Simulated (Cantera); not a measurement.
Input (Python, Cantera) and output of one run.

```python
import numpy as np
import cantera as ct

gas_names = """
    CL CLO CL2 H HCL HNO HNO2 HNO3 HOCL HO2 H2 H2O H2O2 Mg MgCL MgCL2 MgH MgN MgO MgOH MgO2H2 Mg2 N NH
    NH2 NH3 NH2OH NO NO2 NO3 N2 N2H2 N2H4 N2O O OH O2 O3
""".split()
cond_names = """
    H2O(s) H2O(L) Mg(cr) Mg(L) MgCL2(s) MgCL2(L) MgO(s) MgO(L) MgO2H2(s) NH4CL(a) NH4CL(b)
""".split()


# ... load() reads the species with a 1 bar reference pressure and builds the phases ...
atoms = {
    'MgO': {'Mg': 1, 'O': 1},
    'HCl': {'H': 1, 'CL': 1},
    'N2': {'N': 2},
    'H2O': {'H': 2, 'O': 1},
}
top_T = {}  # K; cautious upper limits of use, not melting points


# ... equilibrate(T, P, feed) seeds the gas with the atoms and calls Mixture.equilibrate('TP', solver="vcs", rtol=1e-11, max_steps=5000) ...
results = []
feed = {'MgO': 1, 'HCl': 0.027, 'N2': 0.55, 'H2O': 0.34}  # mol
T = 1448.15  # K
P = 1700  # Pa
mix = equilibrate(T, P, feed)
results.append((T, P, feed, dict(zip(mix.species_names, mix.species_moles))))
print(gas.report(threshold=1e-05))
for i in range(1, mix.n_phases):
    print(f"{mix.phase(i).name:16s} {mix.phase_moles(i):12.5e} mol")
```

It prints:

```
       temperature   1448.2 K
          pressure   1700 Pa
           density   0.0034664 kg/m^3
  mean mol. weight   24.551 kg/kmol
   phase of matter   gas

                          1 kg             1 kmol
                     ---------------   ---------------
          enthalpy       -2.1311e+06       -5.2321e+07  J
   internal energy       -2.6215e+06       -6.4362e+07  J
           entropy             11565        2.8395e+05  J/K
    Gibbs function        -1.888e+07       -4.6352e+08  J
 heat capacity c_p            1592.2             39090  J/K
 heat capacity c_v            1253.5             30776  J/K

                      mass frac. Y      mole frac. X     chem. pot. / RT
                     ---------------   ---------------   ---------------
                CL        0.00014803        0.00010252           -25.177
               HCL          0.043537          0.029319           -40.569
                H2        2.2366e-05        0.00027238           -30.784
               H2O           0.27185           0.37048           -51.299
                NO         2.107e-05         1.724e-05           -35.761
                N2           0.68424           0.59967            -30.49
                OH         2.623e-05        3.7865e-05           -35.907
                O2        0.00012073        9.2631e-05           -41.031
     [  +30 minor]        3.4505e-05        1.0221e-05

Mg(L)             0.00000e+00 mol
MgCL2(L)          0.00000e+00 mol
MgO(s)            9.99992e-01 mol
```

Cantera equilibrium calculation (NASA polynomials, part measured and part estimated; ideal gas, pure solids and liquids).
